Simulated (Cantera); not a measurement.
Charge: 1 mol C₂H₂, 0.044 mol CO₂, 7.7 mol N₂, 0.18 mol O₂, at 2625 K and 0.0100 bar.

Method: chemical equilibrium by Gibbs-energy minimisation in Cantera with the NASA 1993 tables (ideal gas, pure condensed phases). Candidate condensed phases: C, C₆H₆, C₇H₈, C₈H₁₈, H₂O; 136 gas species. Rates play no part.

Question: What is the equilibrium state?

Answer: 
```json
{
 "x(N₂)": "0.790",
 "x(H)": "0.0919",
 "x(H₂)": "0.0468",
 "x(CO)": "0.0466",
 "x(HCN)": "0.0183",
 "x(HNC)": "0.00246",
 "x(CN)": "0.00246",
 "x(C₂H₂ (acetylene))": "0.000836",
 "x(C₃)": "0.000316",
 "n(C(graphite))": "1.34 mol",
 "gas_amount": "9.606 mol"
}
```
